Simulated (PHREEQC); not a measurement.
Solution (25 °C): 0.013 mol MnSO4, 0.0003 mol Na2SO4 and 0.0012 mol HCl per kg of water. Closed to the air; pH follows from the charge balance.

All values are PHREEQC results (Pitzer model, pitzer.dat), not measurements.

pH: 3.17
ionic strength: 0.0534 mol/kgw
specific conductance: 2940 µS/cm
density: 0.999 g/cm³
osmotic coefficient: 0.738
total alkalinity: -1.20 meq/kg

| species | molality | activity | log γ |
|---|---|---|---|
| Mn+2 | 0.0130 | 0.00503 | -0.412 |
| SO4-2 | 0.0129 | 0.00457 | -0.451 |
| Cl- | 0.00120 | 0.000973 | -0.091 |
| H+ | 0.000825 | 0.000672 | -0.089 |
| Na+ | 0.000600 | 0.000498 | -0.081 |
| HSO4- | 0.000375 | 0.000293 | -0.108 |

This is a speciation only: nothing precipitates in the calculation.
